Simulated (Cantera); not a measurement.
What does this Cantera script print?

```python
import numpy as np
import cantera as ct

surf = ct.Interface("ptcombust.yaml", "Pt_surf")
gas = surf.adjacent["gas"]
gas.TPX = 300, 44000, {'H2': 0.014, 'O2': 0.054, 'N2': 0.79}
jet = ct.ImpingingJet(gas=gas, width=0.045, surface=surf)
jet.inlet.mdot, jet.inlet.T, jet.inlet.X = 0.085, 300, {'H2': 0.014, 'O2': 0.054, 'N2': 0.79}
jet.set_refine_criteria(ratio=10, slope=0.2, curve=0.3)
show, cover = ['H2', 'O2', 'H2O', 'OH'], ["PT(S)", "H(S)", "O(S)", "OH(S)", "CO(S)", "C(S)"]

rows = []
print(f"{'Ts/K':>7s}" + "".join(f"{s:>11s}" for s in show + cover) + "   (gas at the wall, coverages)")
for i, Ts in enumerate([600, 650, 700, 750, 800, 850, 900, 950]):
    jet.surface.T = Ts
    if i == 0:
        surf.TP = Ts, 44000
        surf.coverages = "PT(S):0.5, O(S):0.5"
        surf.advance_coverages(1.0)
        jet.set_initial_guess(products="inlet")
    jet.solve(loglevel=0, auto=(i == 0))
    rows.append([*(jet.X[gas.species_index(s), -1] for s in show), *surf[cover].coverages])
    print(f"{Ts:7g}" + "".join(f"{x:11.3e}" for x in rows[-1]))
```

It prints:

```
   Ts/K         H2         O2        H2O         OH      PT(S)       H(S)       O(S)      OH(S)      CO(S)       C(S)   (gas at the wall, coverages)
    600  8.120e-04  4.621e-02  3.026e-02  6.385e-13  2.890e-02  1.082e-09  9.627e-01  8.337e-03  2.753e-19 -4.274e-31
    650  8.017e-04  4.625e-02  3.006e-02  8.232e-12  3.061e-02  1.644e-09  9.638e-01  5.611e-03  2.764e-18 -7.011e-26
    700  7.421e-04  4.624e-02  2.998e-02  7.096e-11  3.458e-02  2.909e-09  9.613e-01  4.114e-03  4.790e-20  3.676e-25
    750  5.766e-04  4.610e-02  3.013e-02  4.155e-10  4.695e-02  6.837e-09  9.496e-01  3.460e-03  3.974e-21  9.056e-26
    800  3.867e-04  4.593e-02  3.035e-02  1.781e-09  7.381e-02  2.000e-08  9.230e-01  3.230e-03  7.889e-20  1.123e-27
    850  2.544e-04  4.582e-02  3.047e-02  6.368e-09  1.147e-01  5.643e-08  8.823e-01  3.063e-03  1.369e-18  7.597e-25
    900  1.841e-04  4.577e-02  3.049e-02  1.913e-08  1.659e-01  1.393e-07  8.313e-01  2.855e-03  6.734e-20 -1.749e-24
    950  1.412e-04  4.574e-02  3.048e-02  5.162e-08  2.238e-01  3.017e-07  7.736e-01  2.611e-03  7.555e-19  1.401e-28
```

Cantera simulation using Deutschmann's 1995 Pt surface mechanism with GRI-Mech 3.0 gas chemistry; the numbers are that mechanism's predictions, not measurements. Catalytic surfaces can have several steady states; this one follows from the mechanism file's or the stated starting coverage.
